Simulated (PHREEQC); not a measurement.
Make-up at 25 °C: 4.3 mmol/kgw ZnSO4, 0.43 mmol/kgw CuCl2 and 15 mmol/kgw H2SO4. Closed to the air; pH follows from the charge balance.

Computed with PHREEQC (ion-association model, phreeqc.dat).

```json
[
 {"quantity": "pH", "before": "1.74", "after": "2.33"},
 {"quantity": "ionic strength (mol/kgw)", "before": "0.0391", "after": "0.0100"},
 {"quantity": "HSO4- (mol/kgw)", "before": "0.00899", "after": "0.000913"},
 {"quantity": "SO4-2 (mol/kgw)", "before": "0.00860", "after": "0.00273"},
 {"quantity": "Zn+2 (mol/kgw)", "before": "0.00282", "after": "0.000666"},
 {"quantity": "ZnSO4 (mol/kgw)", "before": "0.00138", "after": "0.000189"},
 {"quantity": "SI of Zn(OH)2(e) (Zn(OH)2)", "before": "-10.87", "after": "-10.19"}
]
```

Question: Which change was made?
(A) 0.0003 mol/kgw HF added
(B) diluted 5-fold with water
(C) 0.00064 mol/kgw CO2 added

Answer: B, diluted 5-fold with water

No solid was allowed to form.
